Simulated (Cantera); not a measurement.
Cantera run, input and output.

```python
import numpy as np
import cantera as ct

gas = ct.Solution("gri30.yaml")
gas.TPX = 1475, 29000, {'CH4': 1, 'H2O': 3.8, 'H2': 1.3}
reactor = ct.IdealGasConstPressureReactor(gas, energy="off", clone=False)
net = ct.ReactorNet([reactor])
net.rtol, net.atol = 1e-08, 1e-18
show = ['CH4', 'H2O', 'H2', 'O', 'CH3', 'C2H4']
times = np.geomspace(0.0006, 2, 13)

steps = ct.SolutionArray(gas, extra=["t"])
rows = []
print(f"{'t/s':>10s}{'T/K':>9s}{'P/Pa':>11s}" + "".join(f"{s:>11s}" for s in show))
for t in times:
    while net.time < t:
        t_next = net.step()
        steps.append(gas.state, t=t_next)
    rows.append([np.interp(t, steps.t, y) for y in (steps.T, steps.P, *steps(*show).X.T)])
    print(f"{t:10.3e}{rows[-1][0]:9.1f}{rows[-1][1]:11.4g}" + "".join(f"{x:11.3e}" for x in rows[-1][2:]))
rate = np.gradient(steps.T, steps.t)
print("integrator steps:", len(steps.t))
if steps.T.max() > steps.T[0] + 200:
    print(f"time of steepest temperature rise: {steps.t[rate.argmax()]:.4e} s")
gas.TPX = 1475, 29000, {'CH4': 1, 'H2O': 3.8, 'H2': 1.3}
gas.equilibrate("TP")
print(f"equilibrium (TP): T = {gas.T:.1f} K  " + "  ".join(f"{s} {gas[s].X[0]:.3e}" for s in show))
```

Output:

```
       t/s      T/K       P/Pa        CH4        H2O         H2          O        CH3       C2H4
 6.000e-04   1475.0    2.9e+04  1.639e-01  6.229e-01  2.131e-01  1.530e-12  3.403e-05  2.227e-07
 1.180e-03   1475.0    2.9e+04  1.639e-01  6.229e-01  2.131e-01  4.047e-12  5.551e-05  1.471e-06
 2.319e-03   1475.0    2.9e+04  1.638e-01  6.229e-01  2.132e-01  7.346e-12  7.490e-05  7.963e-06
 4.559e-03   1475.0    2.9e+04  1.636e-01  6.229e-01  2.133e-01  1.080e-11  9.091e-05  3.447e-05
 8.963e-03   1475.0    2.9e+04  1.633e-01  6.228e-01  2.135e-01  1.399e-11  1.035e-04  1.181e-04
 1.762e-02   1475.0    2.9e+04  1.628e-01  6.226e-01  2.140e-01  1.530e-11  1.081e-04  2.961e-04
 3.464e-02   1475.0    2.9e+04  1.616e-01  6.221e-01  2.152e-01  1.529e-11  1.079e-04  5.336e-04
 6.810e-02   1475.0    2.9e+04  1.594e-01  6.210e-01  2.176e-01  1.496e-11  1.065e-04  7.229e-04
 1.339e-01   1475.0    2.9e+04  1.550e-01  6.186e-01  2.224e-01  1.430e-11  1.037e-04  7.923e-04
 2.632e-01   1475.0    2.9e+04  1.471e-01  6.141e-01  2.313e-01  1.322e-11  9.870e-05  8.100e-04
 5.175e-01   1475.0    2.9e+04  1.337e-01  6.063e-01  2.466e-01  1.172e-11  9.026e-05  8.523e-04
 1.017e+00   1475.0    2.9e+04  1.131e-01  5.935e-01  2.708e-01  1.005e-11  7.750e-05  9.653e-04
 2.000e+00   1475.0    2.9e+04  8.673e-02  5.741e-01  3.039e-01  8.685e-12  6.115e-05  1.181e-03
integrator steps: 705
equilibrium (TP): T = 1475.0 K  CH4 2.604e-08  H2O 3.222e-01  H2 5.543e-01  O 7.850e-12  CH3 1.712e-11  C2H4 2.231e-15
```

Model: GRI-Mech 3.0 (53 species, 325 reactions), integrated in Cantera.
